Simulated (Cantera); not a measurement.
An isothermal, constant-pressure homogeneous reactor starts with 10.2 % H₂, 5.99 % O₂, 83.8 % N₂, equivalence ratio 0.85, at 950 K and 0.326 atm.

Computed with Cantera and the H2/O2 subset of GRI-Mech 3.0, which has no nitrogen chemistry. The temperature is held fixed by assumption; the heat of reaction is taken as removed at once.

One state of this run: x H₂ = 3.21e-6; x O₂ = 0.00947; x H₂O₂ = 1.23e-9; x OH = 2.76e-8; x HO₂ = 6.54e-8. x: mole fraction; the columns are a selection and need not sum to one.

### Question
Which value of t (s) does it belong to?
A. 13.5
B. 0.110
C. 0.244
D. 0.00443

### Answer
A, 13.5
